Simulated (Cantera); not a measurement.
Formation from one mole of O₂

Cantera with NASA thermochemical tables; ideal gases at 1 bar, condensed phases pure. Values are per mole of reaction as written; species without (g) are pure solids or liquids, kept so even where they would boil at 1 bar.

0.8 Nb + O₂(g) → 0.4 Nb₂O₅

```
T (K)  ΔH° (kJ)  ΔS° (J/K)  ΔG° (kJ)  log10 K
-----  --------  ---------  --------  -------
400      -759.2     -177.7    -688.2    89.86
425      -759.0     -177.3    -683.7    84.03
450      -758.8     -176.8    -679.3    78.85
475      -758.6     -176.3    -674.9    74.21
500      -758.4     -175.8    -670.5    70.04
525      -758.1     -175.3    -666.1    66.27
```

1.2 Ti + O₂(g) → 0.4 Ti₃O₅

| T (K) | ΔH° (kJ) | ΔS° (J/K) | ΔG° (kJ) | log10 K |
|---|---|---|---|---|
| 400 | -982.9 | -188.2 | -907.7 | 118.53 |
| 425 | -982.6 | -187.5 | -903.0 | 110.98 |
| 450 | -982.3 | -186.8 | -898.3 | 104.27 |
| 475 | -976.8 | -174.4 | -893.9 | 98.30 |
| 500 | -976.5 | -174.0 | -889.6 | 92.93 |
| 525 | -976.3 | -173.5 | -885.2 | 88.07 |

Zr + O₂(g) → ZrO₂

```csv
T (K),ΔH° (kJ),ΔS° (J/K),ΔG° (kJ),log10 K
400,-1097.0,-192.2,-1020.1,133.21
425,-1096.8,-191.7,-1015.3,124.78
450,-1096.5,-191.2,-1010.5,117.29
475,-1096.3,-190.7,-1005.7,110.59
500,-1096.0,-190.2,-1001.0,104.57
525,-1095.8,-189.7,-996.2,99.11
```

2 Pb + O₂(g) → 2 PbO(g)

```json
[
 {"T (K)": "400", "ΔH° (kJ)": "138.8", "ΔS° (J/K)": "140.2", "ΔG° (kJ)": "82.7", "log10 K": "-10.80"},
 {"T (K)": "425", "ΔH° (kJ)": "138.4", "ΔS° (J/K)": "139.1", "ΔG° (kJ)": "79.2", "log10 K": "-9.74"},
 {"T (K)": "450", "ΔH° (kJ)": "137.9", "ΔS° (J/K)": "138.1", "ΔG° (kJ)": "75.8", "log10 K": "-8.79"},
 {"T (K)": "475", "ΔH° (kJ)": "137.5", "ΔS° (J/K)": "137.2", "ΔG° (kJ)": "72.3", "log10 K": "-7.95"},
 {"T (K)": "500", "ΔH° (kJ)": "137.0", "ΔS° (J/K)": "136.2", "ΔG° (kJ)": "68.9", "log10 K": "-7.20"},
 {"T (K)": "525", "ΔH° (kJ)": "136.6", "ΔS° (J/K)": "135.3", "ΔG° (kJ)": "65.5", "log10 K": "-6.52"}
]
```
